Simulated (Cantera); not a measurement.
**Premixed flame**

A freely propagating, adiabatic, planar premixed flame of 15.4 % CH3OH, 17.7 % O2, 66.7 % N2, 0.200 % H2O, unburnt at 398 K and 338 Torr; mixture-averaged transport, grid criteria slope 0.08 and curve 0.16, no radiation.

Detailed kinetics in Cantera: GRI-Mech 3.0 (53 species, 325 reactions). GRI-Mech 3.0 was tuned for natural gas; its chemistry of methanol as a main component is partial and can be far from experiment. Burning velocities carry a grid error of a few per cent, more on coarse grids.

```json
[
 {"z (mm)": "-1.55", "T (K)": "398", "u (m/s)": "0.889", "x CH3OH": "0.153", "x O2": "0.176", "x C2H6": "<1e-8", "x H2O2": "3.22e-7", "x C2H": "<1e-8", "x N2O": "<1e-8"},
 {"z (mm)": "-1.03", "T (K)": "401", "u (m/s)": "0.900", "x CH3OH": "0.152", "x O2": "0.175", "x C2H6": "<1e-8", "x H2O2": "6.17e-6", "x C2H": "<1e-8", "x N2O": "<1e-8"},
 {"z (mm)": "-0.776", "T (K)": "411", "u (m/s)": "0.930", "x CH3OH": "0.151", "x O2": "0.173", "x C2H6": "<1e-8", "x H2O2": "2.87e-5", "x C2H": "<1e-8", "x N2O": "<1e-8"},
 {"z (mm)": "-0.517", "T (K)": "483", "u (m/s)": "1.11", "x CH3OH": "0.145", "x O2": "0.166", "x C2H6": "2.54e-8", "x H2O2": "0.000193", "x C2H": "<1e-8", "x N2O": "<1e-8"},
 {"z (mm)": "-0.259", "T (K)": "870", "u (m/s)": "2.09", "x CH3OH": "0.109", "x O2": "0.132", "x C2H6": "3.31e-7", "x H2O2": "0.00115", "x C2H": "<1e-8", "x N2O": "<1e-8"},
 {"z (mm)": "-0.129", "T (K)": "1258", "u (m/s)": "3.14", "x CH3OH": "0.0611", "x O2": "0.0953", "x C2H6": "8.62e-7", "x H2O2": "0.00170", "x C2H": "<1e-8", "x N2O": "1.19e-8"},
 {"z (mm)": "0", "T (K)": "1645", "u (m/s)": "4.26", "x CH3OH": "0.0110", "x O2": "0.0571", "x C2H6": "1.17e-6", "x H2O2": "0.000255", "x C2H": "<1e-8", "x N2O": "2.21e-8"},
 {"z (mm)": "0.129", "T (K)": "1785", "u (m/s)": "4.67", "x CH3OH": "0.000248", "x O2": "0.0334", "x C2H6": "1.53e-7", "x H2O2": "1.31e-6", "x C2H": "<1e-8", "x N2O": "2.25e-8"},
 {"z (mm)": "0.259", "T (K)": "1821", "u (m/s)": "4.75", "x CH3OH": "1.21e-6", "x O2": "0.0193", "x C2H6": "<1e-8", "x H2O2": "2.19e-7", "x C2H": "<1e-8", "x N2O": "2.04e-8"},
 {"z (mm)": "0.517", "T (K)": "1858", "u (m/s)": "4.82", "x CH3OH": "<1e-8", "x O2": "0.00914", "x C2H6": "<1e-8", "x H2O2": "2.02e-7", "x C2H": "<1e-8", "x N2O": "1.76e-8"},
 {"z (mm)": "1.03", "T (K)": "1899", "u (m/s)": "4.89", "x CH3OH": "<1e-8", "x O2": "0.00575", "x C2H6": "<1e-8", "x H2O2": "1.61e-7", "x C2H": "<1e-8", "x N2O": "1.52e-8"},
 {"z (mm)": "2.07", "T (K)": "1946", "u (m/s)": "4.99", "x CH3OH": "<1e-8", "x O2": "0.00437", "x C2H6": "<1e-8", "x H2O2": "1.21e-7", "x C2H": "<1e-8", "x N2O": "1.39e-8"},
 {"z (mm)": "4.14", "T (K)": "2002", "u (m/s)": "5.12", "x CH3OH": "<1e-8", "x O2": "0.00305", "x C2H6": "<1e-8", "x H2O2": "8.32e-8", "x C2H": "<1e-8", "x N2O": "1.26e-8"}
]
```
x: mole fraction of selected species; z is measured from the peak of heat release.

```yaml
laminar_burning_velocity: 88.6 cm/s
thermal_thickness: 0.517 mm
peak x(C2H6): 1.25e-6
peak x(H2O2): 0.00171
peak x(C2H): <1e-8
grid_points: 135
```
